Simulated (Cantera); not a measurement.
Mixture: C3H8 : O2 : N2 : CO2 = 1 : 3.33 : 12.5 : 0.45 (molar parts), at 2600000 Pa, adiabatic and at constant pressure. Ignition delay is the time to a rise of 400 K.

Computed with Cantera and GRI-Mech 3.0 (53 species, 325 reactions). GRI-Mech 3.0 was tuned for natural gas; its chemistry of propane as a main component is partial and can be far from experiment. The pressure lies above the range GRI-Mech 3.0 was tuned for (to about 10 atm).

**Question.** What does this change do: pressure from 2600000 Pa to 1600000 Pa?

**Answer.** 
| quantity | before | after |
|---|---|---|
| delay at 1198 K | 0.888 ms | 1.32 ms |
| delay at 1348 K | 83.6 µs | 0.114 ms |
| delay at 1498 K | 12.3 µs | 16.5 µs |
| delay at 1648 K | 3.04 µs | 4.16 µs |
| delay at 1798 K | 1.15 µs | 1.61 µs |
| apparent activation energy between 1723 and 1873 K | 150 kJ/mol | 140 kJ/mol |
